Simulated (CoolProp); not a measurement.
Vapour-liquid equilibrium of R22 (1) + C3F8 (R218) (2) at 279.6 K; x and y are mole fractions of (1).

Model: multi-fluid Helmholtz-energy mixture model, Kamei 1995 and Lemmon 2006; pair parameters Bell 2016, in CoolProp.

```
x     bubble pressure, mixture model (MPa)  bubble pressure, Raoult's law (MPa)  y, mixture model  y, Raoult's law
----  ------------------------------------  -----------------------------------  ----------------  ---------------
0.05                                   [?]                               0.5135               [?]            0.059
0.2                                 0.6549                               0.5289             0.333            0.231
0.35                                0.7158                               0.5443               [?]            0.393
0.5                                    [?]                               0.5597             0.556            0.546
0.65                                0.7506                               0.5751               [?]            0.691
0.8                                 0.7312                               0.5905               [?]            0.828
0.95                                   [?]                               0.6059             0.893            0.958
```

Q: What belongs in the gaps?

A: 
- 0.05, bubble pressure, mixture model (MPa): 0.5525
- 0.05, y, mixture model: 0.111
- 0.35, y, mixture model: 0.465
- 0.5, bubble pressure, mixture model (MPa): 0.7449
- 0.65, y, mixture model: 0.633
- 0.8, y, mixture model: 0.724
- 0.95, bubble pressure, mixture model (MPa): 0.6594

The largest gap from Raoult's law is +33.1 % in bubble pressure, at x = 0.5. y crosses x between x = 0.5 and 0.65: the model has an azeotrope there.

Pair parameters are fitted to limited data, so mixtures are less certain than the pure fluids.
